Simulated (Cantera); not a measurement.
Dilute partial oxidation

A perfectly stirred reactor is fed with CH3OH : O2 : N2 : CH4 = 0.0062 : 0.0061 : 1 : 0.082 (molar parts), equivalence ratio 28, at 1.50 bar; it is held at 1275 K, and followed from long to short residence time.

Model: GRI-Mech 3.0 (53 species, 325 reactions), integrated in Cantera. GRI-Mech 3.0 stops at C3 and has no aromatics, soot or wall deposition, so with more carbon than oxygen in the feed, carbon stays in small species such as C2H2 where larger ones or solid carbon would form.

| τ (s) | x CH3OH | x O2 | x NO | x H2O | x OH |
|---|---|---|---|---|---|
| 12 | 4.20e-5 | 0.000551 | 1.90e-11 | 0.00577 | 3.43e-10 |
| 3.5 | 0.000129 | 0.00118 | 3.35e-11 | 0.00540 | 7.09e-10 |
| 1.1 | 0.000339 | 0.00184 | 3.90e-11 | 0.00471 | 1.55e-9 |
| 0.33 | 0.000830 | 0.00244 | 2.54e-11 | 0.00399 | 3.81e-9 |
| 0.10 | 0.00172 | 0.00304 | 9.74e-12 | 0.00322 | 9.31e-9 |
| 0.031 | 0.00301 | 0.00384 | 2.58e-12 | 0.00220 | 1.92e-8 |
| 0.0095 | 0.00462 | 0.00493 | <1e-12 | 0.000809 | 2.26e-8 |
| 0.0029 | 0.00548 | 0.00548 | <1e-12 | 0.000121 | 1.12e-8 |
| 0.00089 | 0.00564 | 0.00556 | <1e-12 | 1.48e-5 | 4.33e-9 |
x: mole fraction; the columns are a selection and need not sum to one.
